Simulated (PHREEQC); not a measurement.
Make-up at 25 °C: 1.7 mmol/kgw Na2S, 0.00037 mmol/kgw HCl and 0.00076 mmol/kgw ZnCl2. Closed to the air; pH follows from the charge balance.

Computed with PHREEQC (ion-association model, phreeqc.dat).

```
Item                            Value
--------------------  ---------------
pH                              11.19
ionic strength        0.00344 mol/kgw
specific conductance        584 µS/cm
total alkalinity          3.40 meq/kg
```

```
species   molality  activity   log γ
--------  --------  --------  ------
Na+        0.00340   0.00319  -0.027
OH-        0.00166   0.00156  -0.028
HS-        0.00166   0.00156  -0.028
S-2        3.72e-5   2.90e-5  -0.109
Cl-        1.89e-6   1.77e-6  -0.028
Zn(HS)2    7.42e-7   7.43e-7   0.000
H2S        8.83e-8   8.84e-8   0.000
Zn(HS)3-   1.78e-8   1.67e-8  -0.028
```

No solid was allowed to form. Saturation is exceeded, for instance for Sphalerite (slow to form); the values hold only as long as no solid forms.
